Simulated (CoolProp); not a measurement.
The fluid at 298.15 K and 0.0603 MPa (gas) is heated at constant pressure to 313 K. The same conditions are run with several fluids, on thermodynamics alone (safety and materials aside).

The numbers come from the reference Helmholtz-energy equation of state of each fluid (R1336mzz(Z): McLinden 2020; oxygen: Schmidt 1985; C2F6 (R116): Lemmon 2006; R22: Kamei 1995; hydrogen sulfide: Lemmon 2006) in CoolProp.

Rank R1336mzz(Z), oxygen, C2F6 (R116), R22, hydrogen sulfide by heat (kJ/kg), highest first.

hydrogen sulfide (15.0), oxygen (13.7), R1336mzz(Z) (13.0), C2F6 (R116) (11.7), R22 (9.87)

| fluid | final density (kg/m³) |
|---|---|
| R1336mzz(Z) | 3.91 |
| oxygen | 0.742 |
| C2F6 (R116) | 3.21 |
| R22 | 2.02 |
| hydrogen sulfide | 0.793 |

Above 300 K oxygen's equation is extrapolated.
